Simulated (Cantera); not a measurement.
An isothermal, constant-pressure homogeneous reactor starts with 9.67 % H2, 12.7 % O2, 77.6 % N2, at 1125 K and 0.602 atm.

Computed with Cantera and GRI-Mech 3.0 (53 species, 325 reactions). The temperature is held fixed by assumption; the heat of reaction is taken as removed at once.

x: mole fraction; the columns are a selection and need not sum to one.

```
t (s)         x H2    x O2    x HO2       x H     x NO
--------  --------  ------  -------  --------  -------
0.000200    0.0231  0.0931  4.47e-5    0.0171  9.73e-7
0.000629  0.000753  0.0831  2.01e-5   5.01e-5  1.97e-6
0.00198   0.000123  0.0829  5.31e-6   1.99e-6  1.92e-6
0.00621    1.48e-5  0.0829  8.78e-7   1.09e-7  1.88e-6
0.0195     9.77e-7  0.0829  1.12e-7   5.53e-9  1.90e-6
0.0614     6.22e-8  0.0829  2.11e-8  4.75e-10  1.95e-6
0.193            ?  0.0829        ?  6.81e-11  1.97e-6
0.607            ?  0.0829        ?  1.22e-11  1.98e-6
1.91       1.48e-9  0.0829  2.26e-9  3.20e-12  1.97e-6
6.00       1.12e-9  0.0829  2.42e-9  1.97e-12  1.97e-6
```

Task: Complete the blanks.

Result: 
- 0.193, x H2: 1.22e-8
- 0.193, x HO2: 6.18e-9
- 0.607, x H2: 3.60e-9
- 0.607, x HO2: 2.73e-9
